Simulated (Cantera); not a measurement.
**Hydrocarbon pyrolysis for carbon deposition**

An isothermal, constant-pressure homogeneous reactor starts with CH4 : N2 = 1 : 2.6 (molar parts), at 1650 K and 1.50 bar.

Cantera simulation using GRI-Mech 3.0 (53 species, 325 reactions); the numbers are that mechanism's predictions, not measurements. GRI-Mech 3.0 stops at C3 and has no aromatics, soot or wall deposition, so with more carbon than oxygen in the feed, carbon stays in small species such as C2H2 where larger ones or solid carbon would form.

| t (s) | x CH4 | x CH2 | x C2H2 | x HCN | x C2H6 |
|---|---|---|---|---|---|
| 0.000700 | 0.271 | 8.32e-8 | 0.000130 | 3.64e-11 | 0.000997 |
| 0.00133 | 0.263 | 1.11e-7 | 0.000908 | 1.63e-10 | 0.00139 |
| 0.00253 | 0.246 | 1.05e-7 | 0.00466 | 6.48e-10 | 0.00123 |
| 0.00482 | 0.221 | 7.86e-8 | 0.0147 | 1.86e-9 | 0.000783 |
| 0.00918 | 0.188 | 5.77e-8 | 0.0301 | 4.27e-9 | 0.000461 |
| 0.0175 | 0.150 | 4.23e-8 | 0.0468 | 8.58e-9 | 0.000254 |
| 0.0332 | 0.110 | 3.03e-8 | 0.0634 | 1.57e-8 | 0.000125 |
| 0.0632 | 0.0723 | 2.07e-8 | 0.0781 | 2.63e-8 | 5.37e-5 |
| 0.120 | 0.0436 | 1.35e-8 | 0.0891 | 4.10e-8 | 2.09e-5 |
| 0.229 | 0.0259 | 8.70e-9 | 0.0958 | 6.02e-8 | 8.80e-6 |
| 0.435 | 0.0178 | 6.34e-9 | 0.0988 | 8.65e-8 | 5.33e-6 |
| 0.829 | 0.0157 | 5.73e-9 | 0.0996 | 1.29e-7 | 4.66e-6 |
| 1.58 | 0.0156 | 5.68e-9 | 0.0996 | 2.08e-7 | 4.62e-6 |
| 3.00 | 0.0156 | 5.68e-9 | 0.0996 | 3.58e-7 | 4.62e-6 |
x: mole fraction; the columns are a selection and need not sum to one.

Equilibrium at this temperature and pressure: CH4 0.0119, CH2 4.26e-9, C2H2 0.0550, HCN 0.0948, C2H6 2.64e-6 (gas phase only).
